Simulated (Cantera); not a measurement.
Input (Python, Cantera):

```python
import numpy as np
import cantera as ct

gas = ct.Solution("gri30.yaml")
gas.TPX = 1250, 160000, {'N2O': 1, 'H2O': 0.018}
reactor = ct.IdealGasConstPressureReactor(gas, energy="off", clone=False)
net = ct.ReactorNet([reactor])
net.rtol, net.atol = 1e-08, 1e-18
show = ['N2O', 'H2O', 'OH', 'H', 'HO2', 'H2']
times = np.geomspace(0.0008, 6, 13)

steps = ct.SolutionArray(gas, extra=["t"])
rows = []
print(f"{'t/s':>10s}{'T/K':>9s}{'P/Pa':>11s}" + "".join(f"{s:>11s}" for s in show))
for t in times:
    while net.time < t:
        t_next = net.step()
        steps.append(gas.state, t=t_next)
    rows.append([np.interp(t, steps.t, y) for y in (steps.T, steps.P, *steps(*show).X.T)])
    print(f"{t:10.3e}{rows[-1][0]:9.1f}{rows[-1][1]:11.4g}" + "".join(f"{x:11.3e}" for x in rows[-1][2:]))
rate = np.gradient(steps.T, steps.t)
print("integrator steps:", len(steps.t))
if steps.T.max() > steps.T[0] + 200:
    print(f"time of steepest temperature rise: {steps.t[rate.argmax()]:.4e} s")
gas.TPX = 1250, 160000, {'N2O': 1, 'H2O': 0.018}
gas.equilibrate("TP")
print(f"equilibrium (TP): T = {gas.T:.1f} K  " + "  ".join(f"{s} {gas[s].X[0]:.3e}" for s in show))
```

It prints:

```
       t/s      T/K       P/Pa        N2O        H2O         OH          H        HO2         H2
 8.000e-04   1250.0    1.6e+05  9.795e-01  1.766e-02  1.067e-05  2.942e-09  4.947e-06  5.128e-08
 1.683e-03   1250.0    1.6e+05  9.763e-01  1.764e-02  1.289e-05  3.196e-09  3.820e-06  8.189e-08
 3.539e-03   1250.0    1.6e+05  9.698e-01  1.760e-02  1.498e-05  3.309e-09  2.842e-06  8.486e-08
 7.445e-03   1250.0    1.6e+05  9.562e-01  1.752e-02  1.691e-05  3.251e-09  2.033e-06  5.802e-08
 1.566e-02   1250.0    1.6e+05  9.288e-01  1.736e-02  1.867e-05  3.124e-09  1.345e-06  3.871e-08
 3.294e-02   1250.0    1.6e+05  8.752e-01  1.704e-02  1.996e-05  2.979e-09  8.149e-07  2.988e-08
 6.928e-02   1250.0    1.6e+05  7.770e-01  1.646e-02  2.024e-05  2.726e-09  4.683e-07  2.447e-08
 1.457e-01   1250.0    1.6e+05  6.185e-01  1.552e-02  1.918e-05  2.282e-09  2.664e-07  1.974e-08
 3.065e-01   1250.0    1.6e+05  4.092e-01  1.428e-02  1.669e-05  1.632e-09  1.542e-07  1.469e-08
 6.447e-01   1250.0    1.6e+05  2.029e-01  1.306e-02  1.291e-05  8.823e-10  8.965e-08  9.310e-09
 1.356e+00   1250.0    1.6e+05  6.403e-02  1.224e-02  8.208e-06  2.748e-10  4.811e-08  4.257e-09
 2.853e+00   1250.0    1.6e+05  8.876e-03  1.191e-02  3.715e-06  3.634e-11  2.080e-08  1.209e-09
 6.000e+00   1250.0    1.6e+05  1.958e-04  1.186e-02  1.993e-06  9.853e-12  1.196e-08  6.052e-10
integrator steps: 1575
equilibrium (TP): T = 1250.0 K  N2O 2.555e-08  H2O 1.186e-02  OH 1.975e-06  H 9.163e-12  HO2 1.241e-08  H2 5.673e-10
```

Model: GRI-Mech 3.0 (53 species, 325 reactions), integrated in Cantera. GRI-Mech 3.0 was tuned for natural gas; its chemistry of N2O as a main component is partial and can be far from experiment. The mechanism lacks the step 2 NO + O2 → 2 NO2, which can matter for NO2 below about 1400 K. The temperature is held fixed by assumption; the heat of reaction is taken as removed at once.
